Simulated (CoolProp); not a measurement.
Properties of ethanol along the isotherm 586.6 K (Tc = 514.7 K, pc = 6268 kPa, ω = 0.644).

Computed with CoolProp (reference Helmholtz-energy equation of state, Schroeder 2014).

```tsv
p (kPa)	phase	Z	cp (kJ/(kg K))	expansivity (1/kK)
2090	gas	0.9452	2.516	2.209
4180	gas	0.8849	2.784	2.929
6270	supercritical	0.8159	3.169	4.051
8360	supercritical	0.7343	3.777	5.966
10400	supercritical	0.6416	4.709	9.037
12500	supercritical	0.5485	5.693	___
14600	supercritical	___	5.860	11.61
16700	supercritical	___	5.496	9.142
18800	supercritical	0.4805	5.206	7.398
20900	supercritical	0.4964	5.003	6.248
23000	supercritical	0.5171	4.846	5.419
25100	supercritical	0.5405	4.718	4.791
27200	supercritical	0.5657	4.610	4.299
29300	supercritical	0.5918	4.519	___
31300	supercritical	0.6173	4.446	3.601
```

Q: What belongs in the gaps?

A: 
- 12500, expansivity (1/kK): 12.12
- 14600, Z: 0.4902
- 16700, Z: 0.4742
- 29300, expansivity (1/kK): 3.906

The peak of cp marks the crossing from liquid-like to gas-like fluid above the critical point.
